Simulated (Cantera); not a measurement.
A perfectly stirred reactor is fed with 5.88 % C₃H₈, 94.1 % H₂, at 100.0 Torr; it is held at 1625 K, and followed from long to short residence time.

Cantera simulation using GRI-Mech 3.0 (53 species, 325 reactions); the numbers are that mechanism's predictions, not measurements. GRI-Mech 3.0 was tuned for natural gas; its chemistry of propane as a main component is partial and can be far from experiment. GRI-Mech 3.0 stops at C3 and has no aromatics, soot or wall deposition, so with more carbon than oxygen in the feed, carbon stays in small species such as C2H2 where larger ones or solid carbon would form.

Task: Predict: x(C₃H₈) at τ = 20.0 s; x(H₂) at τ = 20.0 s; x(CH₃) at τ = 20.0 s; x(C₂H₄) at τ = 20.0 s; x(H) at τ = 20.0 s; x(C₃H₈) at τ = 65.0 ms; x(H₂) at τ = 65.0 ms; x(CH₃) at τ = 65.0 ms; x(C₂H₄) at τ = 65.0 ms; x(H) at τ = 65.0 ms.

Result: 
```
Item                      Result
----------------------  --------
x(C₃H₈) at τ = 20.0 s    2.74e-7
x(H₂) at τ = 20.0 s        0.918
x(CH₃) at τ = 20.0 s     5.17e-5
x(C₂H₄) at τ = 20.0 s   0.000764
x(H) at τ = 20.0 s      0.000192
x(C₃H₈) at τ = 65.0 ms   5.55e-5
x(H₂) at τ = 65.0 ms       0.899
x(CH₃) at τ = 65.0 ms   0.000433
x(C₂H₄) at τ = 65.0 ms   0.00195
x(H) at τ = 65.0 ms     0.000431
```
